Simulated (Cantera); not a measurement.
A perfectly stirred reactor is fed with 74.6 % NO, 25.4 % N2, at 0.920 bar; it is held at 2050 K, and followed from long to short residence time.

Model: GRI-Mech 3.0 (53 species, 325 reactions), integrated in Cantera.

x: mole fraction; the columns are a selection and need not sum to one.

```csv
τ (s),x NO,x O,x N2,x N2O,x NO2,x O2
1.7,0.169,0.000552,0.542,1.23e-5,___,0.288
0.39,0.375,0.000450,0.439,6.10e-5,0.000540,0.185
0.090,0.597,0.000304,0.328,0.000161,0.000565,0.0741
0.021,0.705,0.000193,0.274,0.000230,___,0.0200
0.0048,0.737,0.000142,0.258,0.000243,___,0.00442
0.0011,0.744,0.000114,0.255,0.000207,___,0.000798
0.00026,0.746,7.05e-5,0.254,0.000122,___,7.94e-5
```

Question: Fill in the missing entries.

Answer: 
- 1.7, x NO2: 0.000301
- 0.021, x NO2: 0.000408
- 0.0048, x NO2: 0.000303
- 0.0011, x NO2: 0.000238
- 0.00026, x NO2: 0.000135
